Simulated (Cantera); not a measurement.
## Equilibrium for silicon epitaxy and polysilicon growth: SiH₄ + HCl + H₂

Input: 1 mol SiH₄, 1.9 mol HCl, 790 mol H₂, held at 1275 °C and 13.3 mbar.

Method: chemical equilibrium by Gibbs-energy minimisation in Cantera with the NASA 1993 tables (ideal gas, pure condensed phases). Candidate condensed phases: Si; 19 gas species. Equilibrium is a limit: real reactors are often held back by kinetics, nucleation or transport.

```yaml
x(H₂): 0.997
x(HCl): 0.00236
x(H): 0.000266
x(SiCl₂): 1.85e-5
x(SiH₂): 2.72e-6
x(Si): 2.38e-6
n(Si(s)): 0.980 mol
gas_amount: 794.0 mol
```
